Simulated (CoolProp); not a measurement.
R236FA along the isotherm 57.75 °C: density (kg/m³) from the reference equation and from simpler models built on Tc = 124.9 °C, pc = 3191 kPa, ω = 0.377; each cubic takes its own stable root.

Computed with CoolProp (reference Helmholtz-energy equation of state, Pan 2012).

```tsv
p (kPa)	phase	reference
886	liquid	1239
1770	liquid	1247
2660	liquid	1255
3550	liquid	1262
4430	liquid	1268
5320	liquid	1275
6200	liquid	1281
7090	liquid	1286
7980	liquid	1292
```

How far does each simpler model (Redlich-Kwong, Soave-Redlich-Kwong, Peng-Robinson) lie from the reference over these 9 states: mean and median of the absolute difference, and the worst?


- Redlich-Kwong: mean 23.7 %, median 14.9 %, worst -95.1 % at 57.75 °C and 886 kPa
- Soave-Redlich-Kwong: mean 10.2 %, median 10.1 %, worst -11.8 % at 57.75 °C and 886 kPa
- Peng-Robinson: mean 1.5 %, median 1.7 %, worst +2.6 % at 57.75 °C and 7980 kPa

At some of these states Redlich-Kwong gives the other phase, because its saturation line lies elsewhere.
